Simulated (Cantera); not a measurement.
Feed: 1 mol SiC, a varied amount of O2, 4.2 mol H2, held at 1900 K and 2300 Pa.

Method: chemical equilibrium by Gibbs-energy minimisation in Cantera with the NASA 1993 tables (ideal gas, pure condensed phases). Candidate condensed phases: C, C6H6, C7H8, C8H18, H2O, Si, SiC, SiO2; 123 gas species. Gases not in the tables: Si2H6 and higher silanes. Rates play no part.

Task: What share of the Si ends up in condensed phases as a function of n(O2) (mol), at 0.012, 0.021, 0.031, 0.04, 0.049, 0.059, 0.068?

Result: 
```json
[
 {"n(O2) (mol)": "0.012", "Si condensed (%)": "98.7", "as": "SiC(s)"},
 {"n(O2) (mol)": "0.021", "Si condensed (%)": "97.8", "as": "SiC(s)"},
 {"n(O2) (mol)": "0.031", "Si condensed (%)": "96.8", "as": "SiC(s)"},
 {"n(O2) (mol)": "0.04", "Si condensed (%)": "95.9", "as": "SiC(s)"},
 {"n(O2) (mol)": "0.049", "Si condensed (%)": "95.0", "as": "SiC(s)"},
 {"n(O2) (mol)": "0.059", "Si condensed (%)": "94.0", "as": "SiC(s)"},
 {"n(O2) (mol)": "0.068", "Si condensed (%)": "93.1", "as": "SiC(s)"}
]
```
